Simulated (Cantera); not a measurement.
Cantera run:

```python
import numpy as np
import cantera as ct

gas_names = """
    B BH BH2 BH3 BN BO BO2 B2 B2O B2O2 B2O3 B3O3H3 H HBO HBO2 HNO HNO2 HNO3 HO2 H2 H2O H2O2 H3B3O6 N NH
    NH2 NH3 NH2OH NO NO2 NO3 N2 N2H2 N2H4 N2O O OH O2 O3
""".split()
cond_names = """
    B(b) B(L) BN(s) B2O3(L) B3O3H3(cr) H2O(s) H2O(L)
""".split()


def load(file, names, dense=False):
    # The tables refer to 1 bar. Condensed volumes are neglected.
    table = {s.name: s for s in ct.Species.list_from_file(file)}
    out = []
    for n in names:
        d = dict(table[n].input_data)
        d["thermo"] = dict(d["thermo"], **{"reference-pressure": 1e5})
        if dense:
            d["equation-of-state"] = {"model": "constant-volume", "density": "1e6 g/cm^3"}
        out.append(ct.Species.from_dict(d))
    return out


gas = ct.Solution(thermo="ideal-gas", species=load("nasa_gas.yaml", gas_names))
cond = {s.name: ct.Solution(thermo="fixed-stoichiometry", species=[s], name=s.name)
        for s in load("nasa_condensed.yaml", cond_names, dense=True)}
atoms = {
    'B2H6': {'B': 2, 'H': 6},
    'H2O': {'H': 2, 'O': 1},
    'N2': {'N': 2},
}
top_T = {'BN(s)': 3200}  # K; cautious upper limits of use, not melting points


def equilibrate(T, P, feed):
    n = {}
    for name, mol in feed.items():
        for a, k in atoms[name].items():
            n[a] = n.get(a, 0.0) + k * mol
    gas.TPX = T, P, n
    mass = sum(n.values()) * gas.mean_molecular_weight
    gas.equilibrate("TP")
    valid = [c for c in cond.values() if c.min_temp <= T <= top_T.get(c.name, c.max_temp)]
    mix = ct.Mixture([(gas, mass / gas.mean_molecular_weight)] + [(c, 0.0) for c in valid])
    mix.T, mix.P = T, P
    mix.equilibrate("TP", solver="vcs", rtol=1e-11, max_steps=5000)
    return mix


results = []
feed = {'B2H6': 1, 'H2O': 6.6, 'N2': 0.13}  # mol
T = 1023  # K
P = 1333.22  # Pa
mix = equilibrate(T, P, feed)
results.append((T, P, feed, dict(zip(mix.species_names, mix.species_moles))))
x = sorted(zip(gas.X, gas.species_names), reverse=True)
print(f"T = {T:g} K  P = {P:g} Pa  gas = {mix.phase_moles(0):.4g} mol")
print("   x: " + "  ".join(f"{s} {v:.3e}" for v, s in x if v > 0.001))
print("   condensed (mol): " + ("  ".join(f"{mix.phase(i).name} {mix.phase_moles(i):.4g}"
      for i in range(1, mix.n_phases) if mix.phase_moles(i) > 1e-12) or "none"))
```

Result:

```
T = 1023 K  P = 1333.22 Pa  gas = 9.728 mol
   x: H2 6.168e-01  H2O 3.690e-01  N2 1.336e-02
   condensed (mol): B2O3(L) 0.9895
```

Cantera equilibrium calculation (NASA polynomials, part measured and part estimated; ideal gas, pure solids and liquids). The feed counts by its element totals alone. Gases not in the tables: H3BO3.
